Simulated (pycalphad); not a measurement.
All values are pycalphad results on the COST 507 light-alloy database (1999) (1 atm), not direct measurements. No gas phase is included, though pure Al would boil below 2850 K. The database dates from 1999; later assessments differ in places, in temperatures and in the compounds included. The system is extrapolated from its subsystems; higher-order compounds may be missing. Kinetics are ignored, which matters at the lower temperatures.

## Ti-10.92Al-7.72C (at.%): equilibrium cooling sequence

```csv
T (K),phases above,phases below
2448.3,LIQUID,FCC_A1 + LIQUID
1974.6,FCC_A1 + LIQUID,BCC_A2 + FCC_A1 + LIQUID
1970.5,BCC_A2 + FCC_A1 + LIQUID,BCC_A2 + FCC_A1
1330.4,BCC_A2 + FCC_A1,BCC_A2 + FCC_A1 + HCP_A3
1307.7,BCC_A2 + FCC_A1 + HCP_A3,FCC_A1 + HCP_A3
984.1,FCC_A1 + HCP_A3,ALM_D019 + FCC_A1 + HCP_A3
```

Changes were sought between steps of 75 K, so a narrower field can be missed.

Database names, with the compositions (at.%) that they take in these runs: ALM_D019: Ti 77-79 Al 21-23. FCC_A1 is fcc; BCC_A2 is bcc; HCP_A3 is hcp. The fcc model also describes the rock-salt carbide or nitride (TiC, TiN, HfC).
